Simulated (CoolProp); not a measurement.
20 sccm (0 °C, 1 atm) of nitrogen bubbles through liquid the fluoroketone C6F12O (FK-5-1-12) at 281.6 K and leaves saturated at a total pressure of 0.0853 MPa (ideal gas phase). Each further row changes one setting.

Model: reference Helmholtz-energy equation of state, McLinden 2015, in CoolProp.

```
case                      vapour pressure (kPa)  mole fraction of vapour  delivery (mg/min)  delivery (sccm)  change of delivery for a bath 1 K warmer (%)
------------------------  ---------------------  -----------------------  -----------------  ---------------  --------------------------------------------
as stated                                  19.1                        …               81.4             5.77                                             …
bath temperature 286.6 K                      …                        …                  …                …                                           6.7
total pressure 0.171 MPa                   19.1                    0.112               35.5                …                                             …
```

Problem. What belongs in the gaps?

Solution. 
- as stated, mole fraction of vapour: 0.224
- as stated, change of delivery for a bath 1 K warmer (%): 6.5
- bath temperature 286.6 K, vapour pressure (kPa): 24.2
- bath temperature 286.6 K, mole fraction of vapour: 0.284
- bath temperature 286.6 K, delivery (mg/min): 112
- bath temperature 286.6 K, delivery (sccm): 7.94
- total pressure 0.171 MPa, delivery (sccm): 2.52
- total pressure 0.171 MPa, change of delivery for a bath 1 K warmer (%): 5.6
